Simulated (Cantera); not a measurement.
A closed system holds: 1 mol PbO, 0.63 mol O2, 6.7 mol H2, held at 72.0 Pa.

Cantera equilibrium calculation (NASA polynomials, part measured and part estimated; ideal gas, pure solids and liquids). Candidate condensed phases: H2O, Pb, PbO, PbO2, Pb3O4; 12 gas species. Rates play no part.

Task: Which condensed phases are stable at each of these points (T (°C)): 725, 775, 825, 875, 925, 975, 1025?

Result: 
```tsv
T (°C)	condensed phases	Pb condensed (%)
725	Pb(l)	85.3
775	Pb(l)	55.7
825	gas only	0.0
875	gas only	0.0
925	gas only	0.0
975	gas only	0.0
1025	gas only	0.0
```

From 725 °C to 775 °C the condensed part is Pb(l). From 825 °C to 1025 °C nothing is condensed.
